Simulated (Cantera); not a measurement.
A closed system holds: 1 mol MgO, 3.4 mol CH4, 0.01 mol CO, held at 1650 K and 79.0 mbar.

These are equilibrium values from Cantera (NASA tables, ideal gas, pure condensed phases), not measurements of a reactor. Candidate condensed phases: C, C6H6, C7H8, C8H18, H2O, Mg, MgCO3, MgO, Mg(OH)2; 116 gas species. The tables' values for MgH are old estimates; treat these amounts as uncertain. Kinetics and transport are ignored.

Base state: H2 0.816, CO 0.0926, Mg 0.0912, H 0.000292, MgH 0.000277, CH4 6.98e-5, C2H2 (acetylene) 3.72e-5 (mole fractions); condensed: C(graphite) + MgO(s).

Question: What changes in the equilibrium state with this change: temperature from 1650 K to 923 K?

Answer: 
| species | before | after |
|---|---|---|
| H2 | 0.816 | 0.981 |
| CH4 | 6.98e-5 | 0.0177 |
| CO | 0.0926 | 0.00133 |
| Mg | 0.0912 | <1e-9 |
| H | 0.000292 | <1e-9 |
| MgH | 0.000277 | <1e-9 |
| C(graphite), mol | 2.64 | 3.28 |
| MgO(s), mol | 0.238 | 1.00 |
